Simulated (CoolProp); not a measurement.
n-hexane at 293.15 K and 15.1 MPa is throttled through a valve to 2.01 MPa with no heat exchange. Each further row changes one setting.

Computed with CoolProp (reference Helmholtz-energy equation of state, Thol 2019).

```csv
case,temperature change (K),final density (kg/m³)
as stated,+5.5,657
outlet pressure 0.603 MPa,+6.0,654
outlet pressure 2.61 MPa,+5.2,657
```
